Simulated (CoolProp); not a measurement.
Vapour-liquid equilibrium of dimethyl ether (1) + isobutane (2) at 269.7 K; x and y are mole fractions of (1).

Computed with CoolProp (multi-fluid Helmholtz-energy mixture model, Wu 2011 and Bücker 2006; pair parameters Bell 2016).

```json
[
 {"x": "0.05", "bubble pressure (kPa)": "151.0", "y at the bubble point": "0.122", "dew pressure at overall composition x (kPa)": "143.5", "liquid density (mol/L)": "10.23"},
 {"x": "0.15", "bubble pressure (kPa)": "171.9", "y at the bubble point": "0.298", "dew pressure at overall composition x (kPa)": "154.1", "liquid density (mol/L)": "10.58"},
 {"x": "0.25", "bubble pressure (kPa)": "188.5", "y at the bubble point": "0.420", "dew pressure at overall composition x (kPa)": "165.9", "liquid density (mol/L)": "10.97"},
 {"x": "0.35", "bubble pressure (kPa)": "201.7", "y at the bubble point": "0.513", "dew pressure at overall composition x (kPa)": "178.8", "liquid density (mol/L)": "11.39"},
 {"x": "0.45", "bubble pressure (kPa)": "212.3", "y at the bubble point": "0.590", "dew pressure at overall composition x (kPa)": "192.8", "liquid density (mol/L)": "11.85"},
 {"x": "0.55", "bubble pressure (kPa)": "220.8", "y at the bubble point": "0.658", "dew pressure at overall composition x (kPa)": "206.9", "liquid density (mol/L)": "12.35"},
 {"x": "0.65", "bubble pressure (kPa)": "227.4", "y at the bubble point": "0.723", "dew pressure at overall composition x (kPa)": "219.8", "liquid density (mol/L)": "12.90"},
 {"x": "0.75", "bubble pressure (kPa)": "232.4", "y at the bubble point": "0.790", "dew pressure at overall composition x (kPa)": "229.7", "liquid density (mol/L)": "13.51"},
 {"x": "0.85", "bubble pressure (kPa)": "235.6", "y at the bubble point": "0.863", "dew pressure at overall composition x (kPa)": "235.2", "liquid density (mol/L)": "14.17"},
 {"x": "0.95", "bubble pressure (kPa)": "236.6", "y at the bubble point": "0.949", "dew pressure at overall composition x (kPa)": "236.5", "liquid density (mol/L)": "14.91"}
]
```

y crosses x between x = 0.85 and 0.95: the model has an azeotrope there.

Pair parameters are fitted to limited data, so mixtures are less certain than the pure fluids.
